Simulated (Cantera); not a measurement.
An adiabatic, constant-volume homogeneous reactor starts with CO : H2 : O2 : N2 : H2O = 1 : 0.65 : 2.06 : 7.75 : 1.3 (molar parts), at 1798 K and 5.00 bar. Integrator tolerance rtol = 1e-08.

Model: GRI-Mech 3.0 (53 species, 325 reactions), integrated in Cantera. The hydrogen kinetics of GRI-Mech 3.0 are dated; newer H2 mechanisms differ, most at raised pressure.

```
quantity                                                              before                                      after
---------------------------------  -----------------------------------------  -----------------------------------------
time of steepest temperature rise                                    2.45 µs                                    4.03 µs
temperature at 0.100 s                                                2657 K                                     2549 K
equilibrium temperature                                               2657 K                                     2549 K
x(CO) at 0.100 s                     0.00757 (gas-phase equilibrium 0.00757)    0.00448 (gas-phase equilibrium 0.00448)
x(H2) at 0.100 s                     0.00231 (gas-phase equilibrium 0.00231)    0.00140 (gas-phase equilibrium 0.00140)
x(O2) at 0.100 s                       0.0932 (gas-phase equilibrium 0.0932)      0.0945 (gas-phase equilibrium 0.0945)
x(HO2) at 0.100 s                    2.29e-5 (gas-phase equilibrium 2.29e-5)    1.84e-5 (gas-phase equilibrium 1.84e-5)
x(NO2) at 0.100 s                    2.39e-5 (gas-phase equilibrium 2.39e-5)    2.35e-5 (gas-phase equilibrium 2.35e-5)
x(H) at 0.100 s                    0.000883 (gas-phase equilibrium 0.000883)  0.000428 (gas-phase equilibrium 0.000428)
x(H2O) at 0.100 s                        0.152 (gas-phase equilibrium 0.152)        0.155 (gas-phase equilibrium 0.155)
```

Question: Which change was made?
A) initial temperature 1798 to 1600 K
B) pressure from 5.00 bar to 1.00 bar
C) constant pressure in place of constant volume
D) pressure from 5.00 bar to 1.01 bar

Answer: A, initial temperature 1798 to 1600 K
